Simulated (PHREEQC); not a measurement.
1 kg of water holding 6.8 mmol/kgw Na2SO4 and 47 mmol/kgw KCl is evaporated at 60 °C; the solids stay in contact with the brine. CO2 from the air is kept out. Solids allowed: Arcanite, Glaserite, Halite, Mirabilite, Misenite, Sylvite, Thenardite. Others were left out.

The series has 28 steps of water left (kg), from 1 to 0.005012.

All values are PHREEQC results (Pitzer model, pitzer.dat), not measurements.

Q: Which solids form, in which order, and at which step of the series does each first stand?

A: Arcanite from water left = 0.01337 kg, last present at water left = 0.006093 kg; Glaserite from water left = 0.006093 kg; Sylvite from water left = 0.006093 kg.

Species that the database lacks are ignored. Constants without temperature data keep their 25 °C values here.
